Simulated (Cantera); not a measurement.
A Cantera script and its output.

```python
import numpy as np
import cantera as ct

gas = ct.Solution("h2o2.yaml")
gas.TPX = 1025, 440, {'H2': 0.011, 'O2': 1}
reactor = ct.IdealGasConstPressureReactor(gas, energy="off", clone=False)
net = ct.ReactorNet([reactor])
net.rtol, net.atol = 1e-08, 1e-18
show = ['H2', 'O2', 'H2O2', 'H2O', 'O', 'H', 'OH']
times = np.geomspace(2e-05, 10, 14)

steps = ct.SolutionArray(gas, extra=["t"])
rows = []
print(f"{'t/s':>10s}{'T/K':>9s}{'P/Pa':>11s}" + "".join(f"{s:>11s}" for s in show))
for t in times:
    while net.time < t:
        t_next = net.step()
        steps.append(gas.state, t=t_next)
    rows.append([np.interp(t, steps.t, y) for y in (steps.T, steps.P, *steps(*show).X.T)])
    print(f"{t:10.3e}{rows[-1][0]:9.1f}{rows[-1][1]:11.4g}" + "".join(f"{x:11.3e}" for x in rows[-1][2:]))
rate = np.gradient(steps.T, steps.t)
print("integrator steps:", len(steps.t))
if steps.T.max() > steps.T[0] + 200:
    print(f"time of steepest temperature rise: {steps.t[rate.argmax()]:.4e} s")
gas.TPX = 1025, 440, {'H2': 0.011, 'O2': 1}
gas.equilibrate("TP")
print(f"equilibrium (TP): T = {gas.T:.1f} K  " + "  ".join(f"{s} {gas[s].X[0]:.3e}" for s in show))
```

It prints:

```
       t/s      T/K       P/Pa         H2         O2       H2O2        H2O          O          H         OH
 2.000e-05   1025.0        440  1.088e-02  9.891e-01  6.684e-19  2.163e-16  3.971e-14  1.303e-12  3.957e-14
 5.488e-05   1025.0        440  1.088e-02  9.891e-01  5.030e-18  4.235e-15  2.885e-13  3.400e-12  2.857e-13
 1.506e-04   1025.0        440  1.088e-02  9.891e-01  3.781e-17  8.009e-14  1.978e-12  8.207e-12  1.926e-12
 4.132e-04   1025.0        440  1.088e-02  9.891e-01  2.849e-16  1.352e-12  1.204e-11  1.702e-11  1.117e-11
 1.134e-03   1025.0        440  1.088e-02  9.891e-01  2.145e-15  1.853e-11  6.248e-11  3.196e-11  5.127e-11
 3.111e-03   1025.0        440  1.088e-02  9.891e-01  1.618e-14  2.225e-10  3.449e-10  8.521e-11  2.281e-10
 8.537e-03   1025.0        440  1.088e-02  9.891e-01  1.230e-13  4.312e-09  4.138e-09  7.290e-10  2.337e-09
 2.343e-02   1025.0        440  1.088e-02  9.891e-01  1.614e-12  1.325e-06  1.130e-06  1.909e-07  6.243e-07
 6.428e-02   1025.0        440  6.690e-04  9.809e-01  2.856e-08  9.040e-03  7.050e-03  1.411e-03  9.367e-04
 1.764e-01   1025.0        440  4.710e-05  9.815e-01  6.607e-09  1.034e-02  7.065e-03  6.090e-04  4.137e-04
 4.840e-01   1025.0        440  2.991e-05  9.843e-01  6.678e-09  1.056e-02  4.464e-03  3.057e-04  3.297e-04
 1.328e+00   1025.0        440  1.191e-05  9.872e-01  6.543e-09  1.077e-02  1.774e-03  7.653e-05  2.083e-04
 3.644e+00   1025.0        440  2.810e-06  9.886e-01  5.673e-09  1.088e-02  4.232e-04  8.919e-06  1.019e-04
 1.000e+01   1025.0        440  4.842e-07  9.890e-01  3.817e-09  1.092e-02  7.449e-05  6.598e-07  4.284e-05
integrator steps: 1352
equilibrium (TP): T = 1025.0 K  H2 3.019e-11  O2 9.891e-01  H2O2 2.777e-12  H2O 1.094e-02  O 4.980e-09  H 3.633e-13  OH 3.515e-07
```

Detailed kinetics in Cantera: the H2/O2 subset of GRI-Mech 3.0, which has no nitrogen chemistry. Radical loss at walls, strong at low pressure, is not modelled.
